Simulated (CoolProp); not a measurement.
Octamethyltrisiloxane (MDM) along the isotherm 301.85 °C: fugacity coefficient from the reference equation and from simpler models built on Tc = 292.2 °C, pc = 1438 kPa, ω = 0.528; each cubic takes its own stable root.

Computed with CoolProp (reference Helmholtz-energy equation of state, Thol 2017).

```
p (kPa)          phase  reference
-------  -------------  ---------
1310               gas     0.7178
2610     supercritical     0.4540
3920     supercritical     0.3476
5230     supercritical     0.2968
6530     supercritical     0.2691
7840     supercritical     0.2530
9150     supercritical     0.2440
10500    supercritical     0.2396
11800    supercritical     0.2386
13100    supercritical     0.2402
14400    supercritical     0.2439
```

**Question.** How far does each simpler model (Redlich-Kwong, Peng-Robinson) lie from the reference over these 11 states: mean and median of the absolute difference, and the worst?

**Answer.** 
- Redlich-Kwong: mean 5.3 %, median 6.1 %, worst +8.6 % at 301.85 °C and 14400 kPa
- Peng-Robinson: mean 2.6 %, median 2.4 %, worst -5.1 % at 301.85 °C and 14400 kPa
